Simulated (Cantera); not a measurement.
Standard-state values (1 bar) from the NASA 1993 polynomials, evaluated with Cantera. Values are per mole of reaction as written; species without (g) are pure solids or liquids, kept so even where they would boil at 1 bar.

Problem. Between 300 and 950 K, where is each reaction favourable under standard conditions?
- 2 N2(g) + 3 Zr + 6 H2O(g) = 4 NH3(g) + 3 ZrO2

Solution. 
- 2 N2(g) + 3 Zr + 6 H2O(g) = 4 NH3(g) + 3 ZrO2: ΔG° is -1812 kJ at 300 K and -1355 kJ at 950 K; it stays negative (K > 1). ΔH° is -2008 kJ and ΔS° -687 J/K at 950 K.
